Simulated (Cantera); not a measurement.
Charge: 1 mol SiCl4, 2.3 mol O2, 0.2 mol H2, 0.82 mol O3, held at 17.0 mbar.

Equilibrium computed with Cantera from the NASA thermochemical tables; the gas is ideal and each condensed phase is pure. Candidate condensed phases: H2O, Si, SiO2; 30 gas species. The numbers say what is thermodynamically allowed, not how fast it happens.

Task: At 1025 K, list the 6 most abundant gas species with their mole fractions, and the condensed phases.

Result: O2 0.534, Cl2 0.379, HCl 0.0835, Cl 0.00264, H2O 0.000498, ClO 1.47e-5. Condensed: SiO2(β-quartz).
